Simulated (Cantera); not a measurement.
What does this Cantera script print?

```python
import numpy as np
import cantera as ct

gas = ct.Solution("gri30.yaml")
gas.TPX = 698, 850000, {'CH4': 1, 'H2': 0.58, 'O2': 1.53, 'N2': 5.74, 'CO2': 0.25}
flame = ct.FreeFlame(gas, width=0.0089)
flame.set_refine_criteria(ratio=3, slope=0.08, curve=0.16)
flame.transport_model = "mixture-averaged"
flame.solve(loglevel=0, auto=True)
z, T = flame.grid, flame.T
thick = (T[-1] - T[0]) / np.gradient(T, z).max()
show = ['CH4', 'H2', 'O2', 'CH2O', 'N2O', 'C2H4']
print(f"laminar burning velocity  {flame.velocity[0] * 100:.3f} cm/s")
print(f"burnt temperature         {T[-1]:.1f} K")
print(f"thermal thickness         {thick * 1e3:.4f} mm")
print(f"grid points               {len(z)}")
z0 = z[flame.heat_release_rate.argmax()]
print(f"{'z/mm':>9s}{'T/K':>9s}{'u/(m/s)':>9s}" + "".join(f"{s:>11s}" for s in show))
rows = []
for k in (-3, -2, -1.5, -1, -0.5, -0.25, 0, 0.25, 0.5, 1, 2, 4, 8):
    zz = z0 + k * thick
    rows.append([k * thick, np.interp(zz, z, T), np.interp(zz, z, flame.velocity),
                 *(np.interp(zz, z, flame.X[gas.species_index(s)]) for s in show)])
    print(f"{rows[-1][0] * 1e3:9.3f}{rows[-1][1]:9.1f}{rows[-1][2]:9.3f}" + "".join(f"{x:11.3e}" for x in rows[-1][3:]))
```

It prints:

```
laminar burning velocity  45.418 cm/s
burnt temperature         2197.4 K
thermal thickness         0.1134 mm
grid points               130
     z/mm      T/K  u/(m/s)        CH4         H2         O2       CH2O        N2O       C2H4
   -0.340    700.2    0.455  1.098e-01  6.339e-02  1.681e-01  1.138e-06  1.393e-11  5.013e-07
   -0.227    708.8    0.461  1.092e-01  6.299e-02  1.677e-01  8.153e-06  1.060e-10  3.657e-06
   -0.170    733.3    0.477  1.075e-01  6.255e-02  1.661e-01  3.876e-05  5.379e-10  1.774e-05
   -0.113    842.8    0.550  9.990e-02  6.185e-02  1.575e-01  2.680e-04  4.148e-09  1.278e-04
   -0.057   1251.3    0.828  7.012e-02  6.111e-02  1.168e-01  1.400e-03  3.151e-08  8.893e-04
   -0.028   1609.1    1.076  4.255e-02  6.107e-02  7.516e-02  1.281e-03  6.832e-08  1.713e-03
    0.000   1934.3    1.307  1.785e-02  6.098e-02  3.356e-02  4.420e-04  8.460e-08  1.375e-03
    0.028   2103.4    1.429  6.941e-03  6.103e-02  1.151e-02  1.464e-04  5.150e-08  3.982e-04
    0.057   2166.2    1.474  3.634e-03  6.195e-02  3.971e-03  6.282e-05  2.488e-08  1.090e-04
    0.113   2198.0    1.497  1.925e-03  6.425e-02  6.808e-04  2.105e-05  8.689e-09  2.152e-05
    0.227   2203.8    1.503  1.067e-03  6.715e-02  4.469e-05  7.772e-06  4.607e-09  5.449e-06
    0.454   2201.3    1.504  5.070e-04  6.973e-02  1.644e-06  3.243e-06  4.314e-09  1.622e-06
    0.907   2198.7    1.504  1.474e-04  7.142e-02  1.083e-06  9.048e-07  4.655e-09  2.856e-07
```

Model: GRI-Mech 3.0 (53 species, 325 reactions), integrated in Cantera. Burning velocities carry a grid error of a few per cent, more on coarse grids.
